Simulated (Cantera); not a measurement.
Cantera run:

```python
import numpy as np
import cantera as ct

gas_names = """
    Fe H H2 H2S S SH S2 S8
""".split()
cond_names = """
    Fe(a) Fe(c) Fe(d) Fe(L) FeS(a) FeS(b) FeS(c) FeS(L) FeS2(s) S(cr1) S(cr2) S(L)
""".split()


def load(file, names, dense=False):
    # The tables refer to 1 bar. Condensed volumes are neglected.
    table = {s.name: s for s in ct.Species.list_from_file(file)}
    out = []
    for n in names:
        d = dict(table[n].input_data)
        d["thermo"] = dict(d["thermo"], **{"reference-pressure": 1e5})
        if dense:
            d["equation-of-state"] = {"model": "constant-volume", "density": "1e6 g/cm^3"}
        out.append(ct.Species.from_dict(d))
    return out


gas = ct.Solution(thermo="ideal-gas", species=load("nasa_gas.yaml", gas_names))
cond = {s.name: ct.Solution(thermo="fixed-stoichiometry", species=[s], name=s.name)
        for s in load("nasa_condensed.yaml", cond_names, dense=True)}
atoms = {
    'FeS2': {'Fe': 1, 'S': 2},
    'H2': {'H': 2},
}
top_T = {'FeS2(s)': 1010}  # K; cautious upper limits of use, not melting points


def equilibrate(T, P, feed):
    n = {}
    for name, mol in feed.items():
        for a, k in atoms[name].items():
            n[a] = n.get(a, 0.0) + k * mol
    gas.TPX = T, P, n
    mass = sum(n.values()) * gas.mean_molecular_weight
    gas.equilibrate("TP")
    valid = [c for c in cond.values() if c.min_temp <= T <= top_T.get(c.name, c.max_temp)]
    mix = ct.Mixture([(gas, mass / gas.mean_molecular_weight)] + [(c, 0.0) for c in valid])
    mix.T, mix.P = T, P
    mix.equilibrate("TP", solver="vcs", rtol=1e-11, max_steps=5000)
    return mix


results = []
feed = {'FeS2': 1, 'H2': 2900}  # mol
P = 200  # Pa
for T in [948, 1023, 1098, 1173, 1248, 1323, 1398, 1473, 1548]:
    mix = equilibrate(T, P, feed)
    results.append((T, P, feed, dict(zip(mix.species_names, mix.species_moles))))

top = {s: max(r[3][s] / sum(r[3][g] for g in gas_names) for r in results) for s in gas_names}
cols = sorted((s for s in top if top[s] > 0.001), key=lambda s: -top[s])[:9]
seen = [c for c in cond_names if any(r[3].get(c, 0) > 1e-12 for r in results)]
print("log10 of partial pressures in bar; condensed amounts in mol")
print(f"{'T/K':>10s}" + "".join(f"{s[:9]:>10s}" for s in cols + seen))
for T, P, feed, n in results:
    ng = sum(n[g] for g in gas_names)
    print(f"{T:10.4g}" + "".join(f"{np.log10(max(n[s] / ng * P / 1e5, 1e-99)):10.3f}" for s in cols)
          + "".join(f"{n.get(c, 0):10.4g}" for c in seen))
```

It prints:

```
log10 of partial pressures in bar; condensed amounts in mol
       T/K        H2     Fe(a)     Fe(c)
       948    -2.699         1         0
      1023    -2.699         1         0
      1098    -2.699         1         0
      1173    -2.699         1         0
      1248    -2.699         0    0.9997
      1323    -2.699         0     0.997
      1398    -2.699         0    0.9788
      1473    -2.699         0    0.8788
      1548    -2.700         0    0.4156
```

Method: chemical equilibrium by Gibbs-energy minimisation in Cantera with the NASA 1993 tables (ideal gas, pure condensed phases).
